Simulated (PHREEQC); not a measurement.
Dissolve 0.0033 mol HNO3 and 0.22 mol MgCl2 per kg of water at 73 °C. Closed to the air; pH follows from the charge balance.

The numbers come from PHREEQC with the ion-association model, phreeqc.dat.

No solid was allowed to form.

What pH, activity of water does the model give?

pH 2.61; activity of water 0.989.

At this temperature some constants are extrapolated from 25 °C, and those without enthalpy data are left unchanged.
